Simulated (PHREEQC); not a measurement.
A made-up water analysis in mmol/kgw, 25 °C, pH 6.32, pe 12.1:

```tsv
constituent	mmol/kgw
Na	0.108
K	0.0194
Ca	0.11
Mg	0.0457
Cl	0.196
S(6)	0.1
Alkalinity (meq/kgw)	0.0458
Li	0.00217
Cd	0.013
```

Valence states are taken as typed.

Equilibrium calculation in PHREEQC: ion-association model, phreeqc.dat.

This is a speciation only: nothing precipitates in the calculation.

**Question.** Predict the charge-balance error.

**Answer.** charge-balance error 2.8 %.

**Question.** In which forms is C present?

**Answer.** CO2 51 %, HCO3- 49 % of the C.

Complexes and solids missing from the database can't appear.
